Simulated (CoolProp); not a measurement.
Properties of hydrogen chloride at several states (Tc = 51.5 °C, pc = 83.14 bar, ω = 0.130).

Model: reference Helmholtz-energy equation of state, Thol 2018, in CoolProp.

```
T (°C)  p (bar)          phase  density (kg/m³)  cv (kJ/(kg K))  Joule-Thomson coefficient (K/MPa)  isothermal compressibility (1/MPa)  expansivity (1/kK)  fugacity coefficient
------  -------  -------------  ---------------  --------------  ---------------------------------  ----------------------------------  ------------------  --------------------
120.65     1.58            gas            1.766          0.5732                              8.628                               6.354               2.571                0.9961
15.85       371         liquid            997.7          0.8860                            -0.1585                            0.002519               2.562                0.1335
121.45      157  supercritical            284.4          0.7946                              4.736                             0.09943               10.29                0.6760
```
